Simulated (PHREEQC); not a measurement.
A solution holds 0.0097 mol PbCl2 and 0.0043 mol KBr per kg of water, at 90 °C. Closed to the air; pH follows from the charge balance.

Equilibrium calculation in PHREEQC: ion-association model, phreeqc.dat.

No solid was allowed to form.

Task: Order these Cl species by the share of Cl that they hold, largest first: PbCl2, PbCl+, Cl-.

Result: Cl- (76 %), PbCl+ (24 %), PbCl2 (0.29 %)

The pH is 5.15 and the ionic strength 0.0221 mol/kgw. Examples of supersaturated solids here: Pb(OH)2. Others may be too. Species that the database lacks are ignored. Constants without temperature data keep their 25 °C values here.
